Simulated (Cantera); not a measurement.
Charge: 1 mol SiO2, 32 mol H2, a varied amount of H2O, equilibrated at 1702 °C and 16.0 mbar.

Method: chemical equilibrium by Gibbs-energy minimisation in Cantera with the NASA 1993 tables (ideal gas, pure condensed phases). Candidate condensed phases: H2O, Si, SiO2; 18 gas species. Rates play no part.

Problem. At 0.31 mol H2O, list the 4 most abundant gas species with their mole fractions, and the condensed phases.

Solution. H2 0.921, H2O 0.0391, SiO 0.0299, H 0.0104. Condensed: gas only.
